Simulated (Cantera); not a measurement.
## Fe + SO₂ + H₂ (metals in furnace atmospheres)

Charge: 1 mol Fe, 0.039 mol SO₂, 12 mol H₂, held at 2.00 bar.

Method: chemical equilibrium by Gibbs-energy minimisation in Cantera with the NASA 1993 tables (ideal gas, pure condensed phases). Candidate condensed phases: Fe, FeO, Fe(OH)₂, Fe(OH)₃, FeS, FeSO₄, FeS₂, Fe₂O₃, Fe₂(SO₄)₃, Fe₃O₄, H₂O, H₂SO₄, S; 22 gas species. Mutual solubility and eutectic melting of coexisting phases are not modelled. FeS: taken at fixed stoichiometry. Rates play no part.

```tsv
T (K)	x H₂	x H₂O	x H₂S	x H	x SH	x Fe	x S₂	n Fe(α)	n FeS(s)	n Fe(γ)	n Fe(δ)	n Fe(l)
925	0.993	0.00650	0.000577	1.83e-10	4.98e-10	<1e-12	1.59e-12	0.968	0.0321	0	0	0
1000	0.992	0.00650	0.00109	1.60e-9	4.68e-9	<1e-12	3.28e-11	0.974	0.0259	0	0	0
1075	0.992	0.00650	0.00191	1.03e-8	3.25e-8	<1e-12	4.54e-10	0.984	0.0161	0	0	0
1150	0.990	0.00650	0.00312	5.25e-8	1.77e-7	4.29e-12	4.54e-9	0.998	0.00157	0	0	0
1225	0.990	0.00650	0.00325	2.19e-7	5.29e-7	5.64e-11	1.57e-8	0	0	1.00	0	0
1300	0.990	0.00650	0.00325	7.78e-7	1.35e-6	5.46e-10	4.36e-8	0	0	1.00	0	0
1375	0.990	0.00650	0.00325	2.41e-6	3.09e-6	4.11e-9	1.09e-7	0	0	1.00	0	0
1450	0.990	0.00650	0.00324	6.65e-6	6.51e-6	2.50e-8	2.46e-7	0	0	1.00	0	0
1525	0.990	0.00650	0.00324	1.66e-5	1.27e-5	1.26e-7	5.13e-7	0	0	1.000	0	0
1600	0.990	0.00650	0.00322	3.83e-5	2.33e-5	5.48e-7	9.96e-7	0	0	1.000	0	0
1675	0.990	0.00650	0.00321	8.17e-5	4.04e-5	2.08e-6	1.81e-6	0	0	0	1.000	0
1750	0.990	0.00650	0.00318	0.000164	6.65e-5	6.97e-6	3.11e-6	0	0	0	1.000	0
1825	0.990	0.00650	0.00313	0.000310	0.000104	2.09e-5	5.05e-6	0	0	0	0	1.000
1900	0.990	0.00650	0.00307	0.000558	0.000157	5.57e-5	7.79e-6	0	0	0	0	0.999
```
x: gas mole fraction; n: condensed amount in mol.

From 925 K to 1150 K the condensed part is Fe(α) + FeS(s). From 1225 K to 1600 K the condensed part is Fe(γ). From 1675 K to 1750 K the condensed part is Fe(δ). From 1825 K to 1900 K the condensed part is Fe(l).
